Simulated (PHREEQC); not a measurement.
1 kg of water holding 26 mmol/kgw Na2CO3 meets 20 L of dry gas (CO2 0.47, N2 0.53 by moles) at fixed total pressure, at 25 °C; fugacities by Peng-Robinson. The gases take part in no redox reaction, some water evaporates into the gas, and hydrates or a liquid gas phase aren't modelled. Precipitation was switched off in this run.

Equilibrium calculation in PHREEQC: ion-association model, phreeqc.dat.

Q: Predict dissolved CO2 (all carbonate carbon) (mol/kgw), pH at P (atm) = 2, 3, 7.5, 15, 30.

A: 
```json
[
 {"P (atm)": "2", "dissolved CO2 (all carbonate carbon) (mol/kgw)": "0.0816", "pH": "6.50"},
 {"P (atm)": "3", "dissolved CO2 (all carbonate carbon) (mol/kgw)": "0.0967", "pH": "6.32"},
 {"P (atm)": "7.5", "dissolved CO2 (all carbonate carbon) (mol/kgw)": "0.162", "pH": "5.93"},
 {"P (atm)": "15", "dissolved CO2 (all carbonate carbon) (mol/kgw)": "0.264", "pH": "5.64"},
 {"P (atm)": "30", "dissolved CO2 (all carbonate carbon) (mol/kgw)": "0.441", "pH": "5.38"}
]
```
